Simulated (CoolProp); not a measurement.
A single-stage vapour-compression cycle with 1,2-dichloroethane: evaporating at 303.15 K (dew point), condensing at 365.15 K (bubble point), superheat 0 K, subcooling 0 K, compressor efficiency 0.75, no pressure losses. Each further row changes one setting.

Computed with CoolProp (reference Helmholtz-energy equation of state, Thol 2015).

```
case                              cooling COP  pressure ratio  discharge temperature (K)  refrigerating effect (kJ/kg)  volumetric capacity (kJ/m³)
--------------------------------  -----------  --------------  -------------------------  ----------------------------  ---------------------------
as stated                                 ___            9.88                      403.6                           269                          141
evaporating temperature 308.15 K         3.51             ___                      399.2                           273                          177
condensing temperature 360.15 K          3.46            8.50                      396.6                           276                          145
subcooling 5 K                           3.21            9.88                      403.6                           276                          145
superheat 10 K                           3.12            9.88                      415.4                           278                          141
compressor efficiency 0.65               2.71            9.88                        ___                           269                          141
```

Question: Fill in the missing entries.

Answer: 
- as stated, cooling COP: 3.13
- evaporating temperature 308.15 K, pressure ratio: 7.89
- compressor efficiency 0.65, discharge temperature (K): 417.5
